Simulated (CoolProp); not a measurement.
Vapour-liquid equilibrium of R114 (1) + n-heptane (2) at 387.4 K; x and y are mole fractions of (1).

The numbers come from the multi-fluid Helmholtz-energy mixture model, Platzer 1990 and Span 2003; pair parameters Bell 2016 in CoolProp. This equation is an older, rougher fit; its heat capacities, sound speeds and derivatives of the liquid may be far off and weren't checked against measurements.

Q: Give the bubble pressure and the first vapour's composition at x = 0.55, 0.75, 0.95. Is there an azeotrope?

A: x = 0.55: 1.110 MPa, y = 0.894; x = 0.75: 1.408 MPa, y = 0.938; x = 0.95: 1.762 MPa, y = 0.985. No azeotrope shows between x = 0.05 and 0.95.

The pair parameters rest on a limited set of measurements; away from them the model extrapolates. The gap from Raoult's law changes sign with composition, which may be real or a fault of the pair parameters; it wasn't checked against measurements.
